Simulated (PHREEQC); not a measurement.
Make-up at 20 °C: 0.0091 mol CdSO4, 0.026 mol KCl and 0.019 mol NiCl2 per kg of water. Closed to the air; pH follows from the charge balance.

Equilibrium calculation in PHREEQC: ion-association model, wateq4f.dat.

```csv
quantity,before,after
pH,5.90,7.41
ionic strength (mol/kgw),0.0921,0.0914
Cl- (mol/kgw),0.0563,0.0564
Ni+2 (mol/kgw),0.0157,0.0147
SO4-2 (mol/kgw),0.00567,0.00574
CdCl+ (mol/kgw),0.00515,0.00513
SI of CdOHCl (CdOHCl),-2.08,-0.57
SI of Morenosite (NiSO4:7H2O),-2.49,-2.51
```

Problem. Name the change that produced these shifts.
A. temperature from 20 to 70 °C
B. KCl replaced by RbCl at the same molality
C. 0.0011 mol/kgw Na2CO3 added
D. 0.0033 mol/kgw H3PO4 added
E. CdSO4 from 0.0091 to 0.091 mol/kgw

Solution. C, 0.0011 mol/kgw Na2CO3 added

No solid was allowed to form. Some of these states are supersaturated (in Ni(OH)2, Otavite, for instance).
